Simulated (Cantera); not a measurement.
Input (Python, Cantera) and output of one run.

```python
import numpy as np
import cantera as ct

gas_names = """
    CL CL2 H HCL H2 N NH NH2 NH3 N2 N2H2 N2H4 Si SiCL SiCL2 SiCL3 SiCL4 SiH SiHCL3 SiH2 SiH2CL2 SiH3
    SiH3CL SiH4 SiN Si2 Si2N Si3
""".split()
cond_names = """
    NH4CL(a) NH4CL(b) Si(cr) Si(L) Si3N4(a)
""".split()


# ... load() reads the species with a 1 bar reference pressure and builds the phases ...
atoms = {
    'SiHCl3': {'Si': 1, 'H': 1, 'CL': 3},
    'HCl': {'H': 1, 'CL': 1},
    'N2': {'N': 2},
}
top_T = {'Si3N4(a)': 2400}  # K; cautious upper limits of use, not melting points


# ... equilibrate(T, P, feed) seeds the gas with the atoms and calls Mixture.equilibrate('TP', solver="vcs", rtol=1e-11, max_steps=5000) ...
results = []
T = 1298  # K
P = 350  # Pa
for m in [18, 28, 37, 47, 56, 66, 75, 85, 94, 100, 110]:
    feed = {'SiHCl3': 1, 'HCl': 0.029, 'N2': m}  # mol
    mix = equilibrate(T, P, feed)
    results.append((T, P, feed, dict(zip(mix.species_names, mix.species_moles))))

top = {s: max(r[3][s] / sum(r[3][g] for g in gas_names) for r in results) for s in gas_names}
cols = sorted((s for s in top if top[s] > 0.001), key=lambda s: -top[s])[:5]
seen = [c for c in cond_names if any(r[3].get(c, 0) > 1e-12 for r in results)]
print("log10 of partial pressures in bar; condensed amounts in mol")
print(f"{'n(N2)':>10s}" + "".join(f"{s[:9]:>10s}" for s in cols + seen))
for T, P, feed, n in results:
    ng = sum(n[g] for g in gas_names)
    print(f"{feed['N2']:10.4g}" + "".join(f"{np.log10(max(n[s] / ng * P / 1e5, 1e-99)):10.3f}" for s in cols)
          + "".join(f"{n.get(c, 0):10.4g}" for c in seen))
```

Output:

```
log10 of partial pressures in bar; condensed amounts in mol
     n(N2)        N2       HCL     SiCL4     SiCL2     SiCL3  Si3N4(a)
        18    -2.493    -3.771    -4.163    -4.588    -4.764    0.1272
        28    -2.481    -3.946    -4.369    -4.695    -4.920    0.1235
        37    -2.475    -4.059    -4.503    -4.764    -5.022    0.1206
        47    -2.471    -4.157    -4.620    -4.824    -5.110    0.1177
        56    -2.469    -4.229    -4.708    -4.868    -5.176    0.1155
        66    -2.467    -4.297    -4.791    -4.910    -5.239    0.1132
        75    -2.466    -4.351    -4.856    -4.943    -5.288    0.1113
        85    -2.464    -4.403    -4.921    -4.976    -5.336    0.1094
        94    -2.464    -4.445    -4.973    -5.002    -5.376    0.1077
       100    -2.463    -4.471    -5.005    -5.019    -5.400    0.1067
       110    -2.463    -4.511    -5.055    -5.044    -5.438    0.1051
```

Cantera equilibrium calculation (NASA polynomials, part measured and part estimated; ideal gas, pure solids and liquids). N2 is the only nitrogen source here; it is nearly inert below about 1500 K, so the nitride shown seldom forms there in practice. The tables' values for SiCl3 are old estimates; treat these amounts as uncertain.
